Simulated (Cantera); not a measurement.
Mixture: 14.4 % CH₄, 18.0 % O₂, 67.6 % N₂, at 15.0 bar, adiabatic and at constant volume. Ignition delay is the time to a rise of 400 K.

Detailed kinetics in Cantera: GRI-Mech 3.0 (53 species, 325 reactions). The pressure lies above the range GRI-Mech 3.0 was tuned for (to about 10 atm).

Question: Predict: delay at 1250 K; delay at 1350 K; delay at 1450 K; delay at 1550 K; delay at 1650 K; apparent activation energy between 1550 and 1650 K.

Answer: 
```json
{
  "delay at 1250 K": "1.99 ms",
  "delay at 1350 K": "0.658 ms",
  "delay at 1450 K": "0.238 ms",
  "delay at 1550 K": "92.1 µs",
  "delay at 1650 K": "38.1 µs",
  "apparent activation energy between 1550 and 1650 K": "190 kJ/mol"
}
```
